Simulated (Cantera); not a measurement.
Input: 1 mol SiC, 0.047 mol H₂, equilibrated at 0.300 bar.

These are equilibrium values from Cantera (NASA tables, ideal gas, pure condensed phases), not measurements of a reactor. Candidate condensed phases: C, C₆H₆, C₇H₈, C₈H₁₈, Si, SiC; 87 gas species. Gases not in the tables: Si₂H₆ and higher silanes. The numbers say what is thermodynamically allowed, not how fast it happens.

x: gas mole fraction; n: condensed amount in mol.

```
T (K)   x H₂       x H      x Si    x SiC₂  x C₂H₂ (acetylene)    x Si₂C     x SiH  n SiC(s)
-----  -----  --------  --------  --------  ------------------  --------  --------  --------
1700   1.000  0.000269   1.16e-6  7.60e-12             6.12e-8   7.01e-9   9.84e-7      1.00
1800   0.999  0.000653   3.81e-6  2.48e-10             7.83e-7   4.05e-8   2.38e-6     1.000
1900   0.998   0.00145   1.21e-5   5.09e-9             6.34e-6   2.12e-7   5.75e-6     1.000
2000   0.997   0.00296   4.03e-5   6.50e-8             2.98e-5   1.11e-6   1.50e-5     1.000
2100   0.994         …         …         …                   …         …         …     1.000
2200   0.989    0.0102  0.000392   4.26e-6            0.000286   2.30e-5   9.46e-5     1.000
2300   0.980    0.0175   0.00107   2.57e-5            0.000738   8.68e-5  0.000213     1.000
2400   0.966    0.0285   0.00266  0.000133             0.00176  0.000291  0.000444     1.000
2500   0.943    0.0446   0.00616  0.000605             0.00386  0.000882  0.000866     1.000
2600   0.905         …         …         …                   …         …         …     0.999
2700   0.843    0.0953    0.0275   0.00873              0.0143   0.00632   0.00276     0.997
2800   0.743     0.129    0.0543    0.0282              0.0231    0.0153   0.00450     0.993
```

Fill in the missing entries.


- 2600, x H: 0.0667
- 2600, x Si: 0.0134
- 2600, x SiC₂: 0.00243
- 2600, x C₂H₂ (acetylene): 0.00780
- 2600, x Si₂C: 0.00245
- 2600, x SiH: 0.00159
- 2100, x H: 0.00567
- 2100, x Si: 0.000131
- 2100, x SiC₂: 5.90e-7
- 2100, x C₂H₂ (acetylene): 0.000100
- 2100, x Si₂C: 5.37e-6
- 2100, x SiH: 3.89e-5
